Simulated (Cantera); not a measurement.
What does this Cantera script print?

```python
import numpy as np
import cantera as ct

gas_names = """
    CL CLO CL2 O O2 O3 Si SiCL SiCL2 SiCL3 SiCL4 SiO SiO2 Si2 Si3
""".split()
cond_names = """
    Si(cr) Si(L) SiO2(Lqz) SiO2(hqz) SiO2(L)
""".split()


# ... load() reads the species with a 1 bar reference pressure and builds the phases ...
atoms = {
    'SiO2': {'Si': 1, 'O': 2},
    'SiCl4': {'Si': 1, 'CL': 4},
}
top_T = {}  # K; cautious upper limits of use, not melting points


# ... equilibrate(T, P, feed) seeds the gas with the atoms and calls Mixture.equilibrate('TP', solver="vcs", rtol=1e-11, max_steps=5000) ...
results = []
feed = {'SiO2': 1, 'SiCl4': 0.97}  # mol
T = 1150  # K
P = 20  # Pa
mix = equilibrate(T, P, feed)
results.append((T, P, feed, dict(zip(mix.species_names, mix.species_moles))))
x = sorted(zip(gas.X, gas.species_names), reverse=True)
print(f"T = {T:g} K  P = {P:g} Pa  gas = {mix.phase_moles(0):.4g} mol")
print("   x: " + "  ".join(f"{s} {v:.3e}" for v, s in x if v > 0.0001))
print("   condensed (mol): " + ("  ".join(f"{mix.phase(i).name} {mix.phase_moles(i):.4g}"
      for i in range(1, mix.n_phases) if mix.phase_moles(i) > 1e-12) or "none"))
```

It prints:

```
T = 1150 K  P = 20 Pa  gas = 0.9708 mol
   x: SiCL4 9.984e-01  SiCL3 7.950e-04  CL 7.768e-04
   condensed (mol): SiO2(hqz) 1
```

These are equilibrium values from Cantera (NASA tables, ideal gas, pure condensed phases), not measurements of a reactor. The tables' values for SiCl3 are old estimates; treat these amounts as uncertain. The tables hold silica as quartz up to 1696 K and as liquid above; real silica turns to tridymite and cristobalite and melts near 1996 K.
